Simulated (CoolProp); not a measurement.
A single-stage vapour-compression cycle with the fluid: evaporating at 270.15 K (dew point), condensing at 330.15 K (bubble point), superheat 2 K, subcooling 2 K, compressor efficiency 0.9, no pressure losses. The same conditions are run with several fluids, on thermodynamics alone (safety and materials aside).

Computed with CoolProp (reference Helmholtz-energy equation of state of each fluid (R245fa: Akasaka 2015; neopentane: Lemmon 2006; R1233zd(E): Akasaka 2022; R407C: Lemmon 2003; cis-2-butene: Lemmon 2005; carbonyl sulfide: Lemmon 2006)). Blends and air are pseudo-pure fits.

Question: Rank R245fa, neopentane, R1233zd(E), R407C, cis-2-butene, carbonyl sulfide by cooling COP, highest first.

Answer: cis-2-butene (3.24), R1233zd(E) (3.18), R245fa (3.07), carbonyl sulfide (3.03), neopentane (2.93), R407C (2.45)

```json
[
 {"fluid": "R245fa", "pressure ratio": "9.15", "discharge temperature (K)": "330.2", "refrigerating effect (kJ/kg)": "131", "volumetric capacity (kJ/m³)": "369"},
 {"fluid": "neopentane", "pressure ratio": "6.78", "discharge temperature (K)": "330.1", "refrigerating effect (kJ/kg)": "193", "volumetric capacity (kJ/m³)": "401"},
 {"fluid": "R1233zd(E)", "pressure ratio": "8.48", "discharge temperature (K)": "334.1", "refrigerating effect (kJ/kg)": "137", "volumetric capacity (kJ/m³)": "342"},
 {"fluid": "R407C", "pressure ratio": "6.26", "discharge temperature (K)": "357.9", "refrigerating effect (kJ/kg)": "124", "volumetric capacity (kJ/m³)": "2180"},
 {"fluid": "cis-2-butene", "pressure ratio": "6.89", "discharge temperature (K)": "342.6", "refrigerating effect (kJ/kg)": "292", "volumetric capacity (kJ/m³)": "583"},
 {"fluid": "carbonyl sulfide", "pressure ratio": "4.42", "discharge temperature (K)": "381.8", "refrigerating effect (kJ/kg)": "194", "volumetric capacity (kJ/m³)": "3380"}
]
```

The compression ends wet for: R245fa; neopentane.
